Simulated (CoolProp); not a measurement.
Carbon dioxide along the isotherm 252.9 K: density (kg/m³) from the reference equation and from simpler models built on Tc = 304.1 K, pc = 73.77 bar, ω = 0.224; each cubic takes its own stable root.

Model: reference Helmholtz-energy equation of state, Span 1996, in CoolProp.

```json
[
 {"p (bar)": "0.117", "phase": "gas", "reference": "0.2451", "van der Waals": "0.2451", "Redlich-Kwong": "0.2451", "Soave-Redlich-Kwong": "0.2451", "Peng-Robinson": "0.2451"},
 {"p (bar)": "0.265", "phase": "gas", "reference": "0.5559", "van der Waals": "0.5556", "Redlich-Kwong": "0.5558", "Soave-Redlich-Kwong": "0.5559", "Peng-Robinson": "0.5559"},
 {"p (bar)": "0.604", "phase": "gas", "reference": "1.271", "van der Waals": "1.269", "Redlich-Kwong": "1.270", "Soave-Redlich-Kwong": "1.271", "Peng-Robinson": "1.271"},
 {"p (bar)": "1.37", "phase": "gas", "reference": "2.902", "van der Waals": "2.892", "Redlich-Kwong": "2.899", "Soave-Redlich-Kwong": "2.900", "Peng-Robinson": "2.903"},
 {"p (bar)": "3.13", "phase": "gas", "reference": "6.735", "van der Waals": "6.684", "Redlich-Kwong": "6.718", "Soave-Redlich-Kwong": "6.728", "Peng-Robinson": "6.741"},
 {"p (bar)": "7.12", "phase": "gas", "reference": "15.92", "van der Waals": "15.63", "Redlich-Kwong": "15.82", "Soave-Redlich-Kwong": "15.88", "Peng-Robinson": "15.95"},
 {"p (bar)": "16.2", "phase": "gas", "reference": "40.38", "van der Waals": "38.20", "Redlich-Kwong": "39.50", "Soave-Redlich-Kwong": "39.96", "Peng-Robinson": "40.42"},
 {"p (bar)": "36.9", "phase": "liquid", "reference": "1041", "van der Waals": "638.9", "Redlich-Kwong": "899.2", "Soave-Redlich-Kwong": "939.1", "Peng-Robinson": "1065"}
]
```
